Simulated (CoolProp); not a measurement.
Model: reference Helmholtz-energy equation of state, Leachman 2009, in CoolProp.

Q: Give the vapour pressure (MPa), liquid cp (kJ/(kg K)), vapour Z, surface tension (mN/m) of saturated normal hydrogen at 26.1, 32 K.

A: 
| T (K) | p (MPa) | liquid cp (kJ/(kg K)) | vapour Z | surface tension (mN/m) |
|---|---|---|---|---|
| 26.1 | 0.402 | 14.6 | 0.768 | 0.945 |
| 32 | 1.10 | 57.3 | 0.503 | 0.0999 |

Surface tension comes from a separate correlation (Mulero 2012).
